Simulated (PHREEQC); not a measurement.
## Alkaline etch or developer (model solution)

Consider water at 20 °C with 4.5 mmol/kgw NH3 and 19 mmol/kgw Na2SiO3. Closed to the air; pH follows from the charge balance.

Equilibrium calculation in PHREEQC: ion-association model, wateq4f.dat.

Precipitation was switched off in this run.

Q: Predict the pH, ionic strength.

A: pH 12.30; ionic strength 0.0406 mol/kgw.

Q: In which forms is Si present?

A: H3SiO4- 86 %, H2SiO4-2 14 % of the Si.

Complexes and solids missing from the database can't appear.
